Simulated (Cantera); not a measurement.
Input (Python, Cantera) and output of one run.

```python
import numpy as np
import cantera as ct

gas_names = """
    H HO2 H2 H2O H2O2 O OH O2 O3 V VO VO2
""".split()
cond_names = """
    H2O(s) H2O(L) V(cr) V(L) VO(s) VO(L) V2O3(s) V2O3(L) V2O4(I) V2O4(II) V2O4(L) V2O5(s) V2O5(L)
""".split()


# ... load() reads the species with a 1 bar reference pressure and builds the phases ...
atoms = {
    'V': {'V': 1},
    'H2O': {'H': 2, 'O': 1},
}
top_T = {}  # K; cautious upper limits of use, not melting points


# ... equilibrate(T, P, feed) seeds the gas with the atoms and calls Mixture.equilibrate('TP', solver="vcs", rtol=1e-11, max_steps=5000) ...
results = []
feed = {'V': 1, 'H2O': 2.9}  # mol
T = 2475  # K
for P in [0.1, 0.6, 3.6, 22, 130, 770, 4600, 28000, 170000, 1000000]:
    mix = equilibrate(T, P, feed)
    results.append((T, P, feed, dict(zip(mix.species_names, mix.species_moles))))

top = {s: max(r[3][s] / sum(r[3][g] for g in gas_names) for r in results) for s in gas_names}
cols = sorted((s for s in top if top[s] > 0.001), key=lambda s: -top[s])[:8]
seen = [c for c in cond_names if any(r[3].get(c, 0) > 1e-12 for r in results)]
print("log10 of partial pressures in bar; condensed amounts in mol")
print(f"{'P/Pa':>10s}" + "".join(f"{s[:9]:>10s}" for s in cols + seen))
for T, P, feed, n in results:
    ng = sum(n[g] for g in gas_names)
    print(f"{P:10.4g}" + "".join(f"{np.log10(max(n[s] / ng * P / 1e5, 1e-99)):10.3f}" for s in cols)
          + "".join(f"{n.get(c, 0):10.4g}" for c in seen))
```

It prints:

```
log10 of partial pressures in bar; condensed amounts in mol
      P/Pa         H        H2       H2O         O       VO2        VO         V        OH   V2O3(L)
       0.1    -6.187    -9.079   -11.534    -6.627    -7.842    -7.221    -7.421    -9.339         0
       0.6    -5.381    -7.466    -9.271    -5.977    -6.451    -6.480    -7.331    -7.882         0
       3.6    -4.604    -5.913    -7.083    -5.342    -5.407    -6.070    -7.556    -6.470         0
        22    -3.910    -4.524    -5.130    -4.778    -4.479    -5.707    -7.757    -5.212         0
       130    -3.366    -3.437    -3.782    -4.517    -3.592    -5.081    -7.391    -4.408         0
       770    -2.908    -2.520    -2.826    -4.477    -2.760    -4.288    -6.638    -3.910         0
      4600    -2.486    -1.677    -1.921    -4.416    -2.044    -3.634    -6.045    -3.426    0.1144
   2.8e+04    -2.077    -0.859    -0.920    -4.233    -1.953    -3.725    -6.319    -2.835    0.4376
   1.7e+05    -1.680    -0.063    -0.097    -4.206    -1.939    -3.739    -6.361    -2.410    0.4899
     1e+06    -1.293     0.711     0.681    -4.202    -1.937    -3.741    -6.366    -2.019    0.4983
```

These are equilibrium values from Cantera (NASA tables, ideal gas, pure condensed phases), not measurements of a reactor. Condensed phases not in the tables: the oxides between V2O3 and V2O5 other than VO2.
